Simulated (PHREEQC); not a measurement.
Make-up at 20 °C: 0.0039 mol/kgw CuSO4, 0.016 mol/kgw HCl and 0.00012 mol/kgw H3BO3. Closed to the air; pH follows from the charge balance.

Model: ion-association model, wateq4f.dat, run in PHREEQC.

| quantity | before | after |
|---|---|---|
| pH | 1.89 | 1.91 |
| ionic strength (mol/kgw) | 0.0269 | 0.0259 |
| SO4-2 (mol/kgw) | 0.00203 | 0.00160 |
| HSO4- (mol/kgw) | 0.00145 | 0.00193 |

What was changed between the two runs?
A. CuSO4 from 0.0039 to 0.00429 mol/kgw
B. diluted 10-fold with water
C. temperature from 20 to 45 °C
D. CuSO4 replaced by CdSO4 at the same molality
E. diluted 5-fold with water

C, temperature from 20 to 45 °C

Precipitation was switched off in this run. At this temperature some constants are extrapolated from 25 °C, and those without enthalpy data are left unchanged.
